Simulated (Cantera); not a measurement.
Charge: 1 mol AlN, 1.8 mol I2, 1.5 mol O2, equilibrated at 5000 Pa.

Cantera equilibrium calculation (NASA polynomials, part measured and part estimated; ideal gas, pure solids and liquids). Candidate condensed phases: Al, AlI3, AlN, Al2O3, I2; 21 gas species. The numbers say what is thermodynamically allowed, not how fast it happens.

x: gas mole fraction; n: condensed amount in mol.

| T (°C) | x I | x I2 | x O2 | x N2 | x NO | x O | x NO2 | n Al2O3(s) |
|---|---|---|---|---|---|---|---|---|
| 650 | 0.0831 | 0.524 | 0.236 | 0.157 | 5.91e-6 | 2.71e-11 | 1.35e-7 | 0.500 |
| 700 | 0.134 | 0.484 | 0.229 | 0.153 | 1.06e-5 | 1.45e-10 | 1.63e-7 | 0.500 |
| 750 | ? | ? | 0.221 | 0.147 | ? | ? | ? | 0.500 |
| 800 | 0.282 | 0.366 | 0.211 | 0.141 | 2.80e-5 | 2.56e-9 | 2.11e-7 | 0.500 |
| 850 | 0.372 | 0.295 | 0.200 | 0.133 | 4.19e-5 | 8.80e-9 | 2.31e-7 | 0.500 |
| 900 | 0.461 | 0.224 | 0.189 | 0.126 | 6.01e-5 | 2.72e-8 | 2.47e-7 | 0.500 |
| 950 | 0.540 | 0.161 | 0.179 | 0.120 | 8.37e-5 | 7.65e-8 | 2.63e-7 | 0.500 |
| 1000 | 0.603 | 0.110 | 0.172 | 0.114 | 0.000114 | 1.99e-7 | 2.81e-7 | 0.500 |
| 1050 | 0.650 | 0.0737 | 0.166 | 0.111 | 0.000153 | 4.85e-7 | 3.01e-7 | 0.500 |
| 1100 | 0.681 | 0.0485 | 0.162 | 0.108 | 0.000202 | 1.11e-6 | 3.26e-7 | 0.500 |
| 1150 | 0.702 | ? | 0.159 | 0.106 | ? | ? | 3.53e-7 | 0.500 |
| 1200 | 0.716 | 0.0213 | 0.158 | 0.105 | 0.000339 | 4.96e-6 | 3.84e-7 | 0.500 |
| 1250 | 0.724 | 0.0144 | 0.157 | 0.104 | 0.000430 | 9.76e-6 | 4.16e-7 | 0.500 |
| 1300 | 0.730 | 0.00987 | 0.156 | 0.104 | 0.000538 | 1.84e-5 | 4.51e-7 | 0.500 |

Problem. What belongs in the gaps?

Solution. 
- 1150, x I2: 0.0319
- 1150, x NO: 0.000263
- 1150, x O: 2.40e-6
- 750, x I: 0.201
- 750, x I2: 0.431
- 750, x NO: 1.78e-5
- 750, x O: 6.55e-10
- 750, x NO2: 1.88e-7
